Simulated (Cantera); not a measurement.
Feed: 1 mol SiCl₄, 3.6 mol N₂, 2 mol NH₃, equilibrated at 1330 Pa.

Method: chemical equilibrium by Gibbs-energy minimisation in Cantera with the NASA 1993 tables (ideal gas, pure condensed phases). Candidate condensed phases: NH₄Cl, Si, Si₃N₄; 28 gas species. The tables' values for SiCl₃, SiCl are old estimates; treat these amounts as uncertain. Kinetics and transport are ignored.

log p: log10 of the partial pressure in bar; n: condensed amount in mol.

```tsv
T (°C)	log p N₂	log p HCl	log p H₂	log p SiCl₂	log p SiCl₄	n Si₃N₄(s)
852	-2.21	-2.36	-2.63	-6.03	-3.40	0.243
927	-2.21	-2.35	-2.64	-5.24	-3.44	0.247
1002	-2.21	-2.34	-2.65	-4.55	-3.49	0.246
1077	-2.21	-2.35	-2.65	-3.96	-3.59	0.233
1152	-2.21	-2.38	-2.64	-3.50	-3.78	0.195
1227	-2.20	[?]	-2.61	[?]	[?]	[?]
1302	-2.20	-2.52	-2.57	-2.96	-4.62	0.0417
1377	-2.19	-2.57	-2.55	-2.88	-5.10	0
1452	-2.19	-2.57	-2.55	-2.87	[?]	0
1527	-2.19	-2.56	-2.55	-2.87	-5.83	0
1602	-2.20	-2.56	-2.56	-2.87	-6.16	0
1677	-2.20	-2.57	-2.56	-2.87	-6.47	0
```

Task: Complete the blanks.

Result: 
- 1452, log p SiCl₄: -5.48
- 1227, log p HCl: -2.43
- 1227, log p SiCl₂: -3.16
- 1227, log p SiCl₄: -4.13
- 1227, n Si₃N₄(s): 0.127
